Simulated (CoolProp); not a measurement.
A simple Rankine cycle with n-octane: condensing at 327.15 K, boiler at 0.769 MPa, turbine inlet 531.6 K, turbine efficiency 0.85, pump efficiency 0.6, no recuperator. Each further row changes one setting.

Computed with CoolProp (reference Helmholtz-energy equation of state, Beckmüller 2019).

```csv
case,thermal efficiency (%),net work (kJ/kg),heat in (kJ/kg),turbine exit temperature (K),volume ratio over the turbine
as stated,17.0,132,776,469.4,100
turbine inlet 551.6 K,16.6,138,832,489.8,98.0
condensing temperature 319.15 K,17.9,142,794,464.9,144
boiler pressure 0.538 MPa,15.9,124,784,475.9,66.8
turbine efficiency 0.75,15.0,116,776,475.9,102
```
